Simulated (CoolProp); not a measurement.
Vapour-liquid equilibrium of acetone (1) + water (2) at 56.25 °C; x and y are mole fractions of (1).

Model: multi-fluid Helmholtz-energy mixture model, Lemmon 2006 and Wagner 2002; pair parameters Bell 2016, in CoolProp.

Question: Give the bubble pressure and the first vapour's composition at x = 0.2, 0.8, 0.95. Is there an azeotrope?

Answer: x = 0.2: 0.8161 bar, y = 0.817; x = 0.8: 0.9469 bar, y = 0.892; x = 0.95: 1.002 bar, y = 0.967. No azeotrope shows between x = 0.05 and 0.95.

Pair parameters are fitted to limited data, so mixtures are less certain than the pure fluids. With so large a gap from Raoult's law the liquid may split in two, which this calculation doesn't test in full.
